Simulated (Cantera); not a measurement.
Input: 1 mol PbO, 23 mol H₂, at 773 K and 6.75 Torr.

These are equilibrium values from Cantera (NASA tables, ideal gas, pure condensed phases), not measurements of a reactor. Candidate condensed phases: H₂O, Pb, PbO, PbO₂, Pb₃O₄; 12 gas species. Kinetics and transport are ignored.

Base state: H₂ 0.957, H₂O 0.0435 (mole fractions); condensed: Pb(l).

**Question.** What changes in the equilibrium state with this change: PbO replaced by Pb?

**Answer.** 
| species | before | after |
|---|---|---|
| H₂ | 0.957 | 1.000 |
| H₂O | 0.0435 | 0 |
| Pb(l), mol | 1.000 | 1.000 |
